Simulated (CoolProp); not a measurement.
Properties of R410A along the isotherm 375.7 K (Tc = 344.5 K, pc = 4.901 MPa, ω = 0.296).

Model: reference Helmholtz-energy equation of state, Lemmon 2003, in CoolProp. It is a pseudo-pure fit of the blend.

```tsv
p (MPa)	phase	density (kg/m³)	cv (kJ/(kg K))	expansivity (1/kK)	conductivity (mW/(m K))
2.72	gas	75.48	0.8826	4.877	21.6
5.45	supercritical	199.0	0.9760	11.38	26.1
8.17	supercritical	469.3	1.049	27.84	38.1
10.9	supercritical	685.4	1.006	13.10	52.4
13.6	supercritical	776.1	0.9872	8.164	60.2
16.3	supercritical	831.5	0.9786	6.135	65.6
19.1	supercritical	873.0	0.9737	5.010	70.0
21.8	supercritical	904.5	0.9711	4.329	73.6
24.5	supercritical	930.8	0.9696	3.854	76.7
```

Thermal conductivity comes from a separate model (Geller 2001).
